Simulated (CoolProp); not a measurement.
The numbers come from the reference Helmholtz-energy equation of state, Lemmon 2016 in CoolProp.

Problem. For R365MFC, give the phase and the cp (kJ/(kg K)) at 413.2 K and 0.0216 MPa.

Solution. 
- 413.2 K and 0.0216 MPa: gas; cp 1.19
